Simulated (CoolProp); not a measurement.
Vapour-liquid equilibrium of methanol (1) + toluene (2) at 396 kPa; x and y are mole fractions of (1).

The numbers come from the multi-fluid Helmholtz-energy mixture model, de Reuck 1993 and Lemmon 2006; pair parameters Bell 2016 in CoolProp.

```
x     bubble temperature (°C)  y at the bubble point  dew temperature at overall composition x (°C)  liquid density (mol/L)
----  -----------------------  ---------------------  ---------------------------------------------  ----------------------
0.05                    140.3                  0.437                                          164.1                   8.339
0.2                     115.7                  0.714                                          155.5                   9.484
0.35                    110.5                  0.763                                          146.2                   10.64
0.5                     108.5                  0.786                                          135.5                   12.10
0.65                    106.8                  0.816                                          122.3                   14.05
0.8                     105.2                  0.867                                          107.6                   16.71
0.95                    103.9                  0.959                                          104.0                   20.47
```

No azeotrope shows between x = 0.05 and 0.95.

The pair parameters rest on a limited set of measurements; away from them the model extrapolates. With so large a gap from Raoult's law the liquid may split in two, which this calculation doesn't test in full.
